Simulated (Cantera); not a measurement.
# CaO + HBr (oxide etching and cleaning by halides)

Feed: 1 mol CaO, 1.1 mol HBr, at 130 Pa.

Equilibrium computed with Cantera from the NASA thermochemical tables; the gas is ideal and each condensed phase is pure. Candidate condensed phases: Br₂, Ca, CaBr₂, CaO, Ca(OH)₂, H₂O; 19 gas species. Mutual solubility and eutectic melting of coexisting phases are not modelled. Rates play no part.

From 1048 K to 1248 K the condensed part is CaBr₂(l) + CaO(s). From 1348 K to 1748 K the condensed part is CaO(s). The main Ca-bearing gas is CaBr₂ throughout. The share of Ca in condensed phases is highest at 1048 K (99.9 %) and lowest at 1548 K (62.7 %).

```json
[
 {"T (K)": "1048", "log p H₂O": "-2.93", "log p HBr": "-3.94", "log p CaBr₂": "-5.75", "log p Br": "-5.90", "log p H₂": "-6.19", "n CaBr₂(l)": "0.524", "n CaO(s)": "0.476"},
 {"T (K)": "1148", "log p H₂O": "-3.00", "log p HBr": "-3.59", "log p CaBr₂": "-4.66", "log p Br": "-5.22", "log p H₂": "-5.51", "n CaBr₂(l)": "0.476", "n CaO(s)": "0.514"},
 {"T (K)": "1248", "log p H₂O": "-3.18", "log p HBr": "-3.36", "log p CaBr₂": "-3.77", "log p Br": "-4.69", "log p H₂": "-4.99", "n CaBr₂(l)": "0.302", "n CaO(s)": "0.592"},
 {"T (K)": "1348", "log p H₂O": "-3.39", "log p HBr": "-3.38", "log p CaBr₂": "-3.39", "log p Br": "-4.39", "log p H₂": "-4.69", "n CaBr₂(l)": "0", "n CaO(s)": "0.647"},
 {"T (K)": "1448", "log p H₂O": "-3.37", "log p HBr": "-3.45", "log p CaBr₂": "-3.37", "log p Br": "-4.17", "log p H₂": "-4.47", "n CaBr₂(l)": "0", "n CaO(s)": "0.632"},
 {"T (K)": "1548", "log p H₂O": "-3.37", "log p HBr": "-3.53", "log p CaBr₂": "-3.37", "log p Br": "-3.98", "log p H₂": "-4.28", "n CaBr₂(l)": "0", "n CaO(s)": "0.627"},
 {"T (K)": "1648", "log p H₂O": "-3.39", "log p HBr": "-3.61", "log p CaBr₂": "-3.39", "log p Br": "-3.82", "log p H₂": "-4.12", "n CaBr₂(l)": "0", "n CaO(s)": "0.630"},
 {"T (K)": "1748", "log p H₂O": "-3.41", "log p HBr": "-3.69", "log p CaBr₂": "-3.41", "log p Br": "-3.68", "log p H₂": "-3.99", "n CaBr₂(l)": "0", "n CaO(s)": "0.641"}
]
```
log p: log10 of the partial pressure in bar; n: condensed amount in mol.
